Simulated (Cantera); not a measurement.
A freely propagating, adiabatic, planar premixed flame of CH₄ : CO : O₂ : N₂ = 1 : 0.1 : 1.86 : 8.01 (molar parts), unburnt at 625 K and 1000000 Pa; multicomponent+Soret transport, grid criteria slope 0.08 and curve 0.16, no radiation.

Model: GRI-Mech 3.0 (53 species, 325 reactions), integrated in Cantera. Burning velocities carry a grid error of a few per cent, more on coarse grids.

Predict: laminar burning velocity; thermal thickness; peak x(H); peak x(C₂H₄); peak x(HCN).


```
Quantity                      Value
------------------------  ---------
laminar burning velocity  45.3 cm/s
thermal thickness         0.0765 mm
peak x(H)                   0.00241
peak x(C₂H₄)               0.000936
peak x(HCN)                 1.08e-5
```
